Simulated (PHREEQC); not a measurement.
Dissolve 1.6 mol KCl, 0.028 mol Na2SO4 and 4.5 mol NaCl per kg of water at 40 °C. Closed to the air; pH follows from the charge balance.

Model: Pitzer model, pitzer.dat, run in PHREEQC.

No solid was allowed to form.

What activity of water, density, osmotic coefficient does the model give?

activity of water 0.768; density 1.196 g/cm³; osmotic coefficient 1.193.

Complexes and solids missing from the database can't appear. At this temperature some constants are extrapolated from 25 °C, and those without enthalpy data are left unchanged.
